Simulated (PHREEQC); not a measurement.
## Copper plating or etch bath: speciation

A solution holds 3.3 mmol/kgw CuSO4, 5.6 mmol/kgw HBF4 and 0.3 mmol/kgw KCl, at 20 °C. Closed to the air; pH follows from the charge balance.

All values are PHREEQC results (ion-association model, wateq4f.dat), not measurements.

Each row changes one thing in this solution. Precipitation was switched off in this run.

```tsv
case	pH	ionic strength (mol/kgw)	BF4- (mol/kgw)	HF (mol/kgw)	H3BO3 (mol/kgw)	F- (mol/kgw)
as made	2.37	0.0157	0.00408	0.00395	0.00108	0.000770
KCl from 0.0003 to 6e-05 mol/kgw	2.37	0.0155	0.00408	0.00395	0.00108	0.000770
HBF4 from 0.0056 to 0.00056 mol/kgw	3.07	0.0119	3.84e-5	0.00101	(withheld)	0.000971
CuSO4 left out	2.32	0.00548	0.00408	(withheld)	0.00110	0.000674
KCl from 0.0003 to 0.00015 mol/kgw	2.37	0.0155	0.00408	0.00395	0.00108	0.000770
diluted 5-fold with water	2.87	0.00390	0.000331	(withheld)	(withheld)	0.00104
temperature from 20 to 60 °C	2.48	0.0142	0.00320	0.00717	(withheld)	0.000845
KCl replaced by AlCl3 at the same molality	2.32	0.0160	0.00390	0.00386	0.00127	0.000672
```

Q: Some entries are withheld; supply them.

A: 
- HBF4 from 0.0056 to 0.00056 mol/kgw, H3BO3 (mol/kgw): 0.000494
- CuSO4 left out, HF (mol/kgw): 0.00412
- diluted 5-fold with water, HF (mol/kgw): 0.00181
- diluted 5-fold with water, H3BO3 (mol/kgw): 0.000688
- temperature from 20 to 60 °C, H3BO3 (mol/kgw): 0.00185

Away from 25 °C the constants follow the database's enthalpies or fits; those with neither stay at their 25 °C values. Real BF4- forms and hydrolyses slowly; the run takes it at equilibrium.
